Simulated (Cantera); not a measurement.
**Carbon deposition, reforming and gasification: toluene + CO2 + N2 + H2**

Feed: 1 mol toluene, 0.21 mol CO2, 1.6 mol N2, 61 mol H2, at 1000 Pa.

Method: chemical equilibrium by Gibbs-energy minimisation in Cantera with the NASA 1993 tables (ideal gas, pure condensed phases). Candidate condensed phases: C, C6H6, C7H8, C8H18, H2O; 136 gas species. Equilibrium is a limit: real reactors are often held back by kinetics, nucleation or transport.

From 2273 K to 2823 K the condensed part is C(graphite). The main C-bearing gas is C2H2 (acetylene) throughout. The share of C in condensed phases is highest at 2273 K (82.3 %) and lowest at 2823 K (14.5 %).

| T (K) | log p H2 | log p H | log p N2 | log p C2H2 (acetylene) | log p HCN | log p CO | n C(graphite) |
|---|---|---|---|---|---|---|---|
| 2273 | -2.05 | -3.10 | -3.70 | -4.48 | -4.30 | -4.22 | 5.93 |
| 2323 | -2.06 | -3.00 | -3.71 | -4.38 | -4.24 | -4.23 | 5.75 |
| 2373 | -2.08 | -2.89 | -3.73 | -4.29 | -4.20 | -4.23 | 5.54 |
| 2423 | -2.10 | -2.80 | -3.74 | -4.21 | -4.16 | -4.24 | 5.29 |
| 2473 | -2.12 | -2.71 | -3.76 | -4.13 | -4.12 | -4.25 | 5.02 |
| 2523 | -2.14 | -2.63 | -3.79 | -4.06 | -4.09 | -4.26 | 4.71 |
| 2573 | -2.17 | -2.55 | -3.81 | -4.01 | -4.06 | -4.27 | 4.35 |
| 2623 | -2.20 | -2.48 | -3.84 | -3.96 | -4.04 | -4.28 | 3.95 |
| 2673 | -2.24 | -2.41 | -3.86 | -3.91 | -4.03 | -4.30 | 3.48 |
| 2723 | -2.29 | -2.35 | -3.90 | -3.88 | -4.02 | -4.31 | 2.90 |
| 2773 | -2.34 | -2.30 | -3.93 | -3.86 | -4.02 | -4.33 | 2.13 |
| 2823 | -2.40 | -2.25 | -3.96 | -3.85 | -4.02 | -4.35 | 1.05 |
log p: log10 of the partial pressure in bar; n: condensed amount in mol.
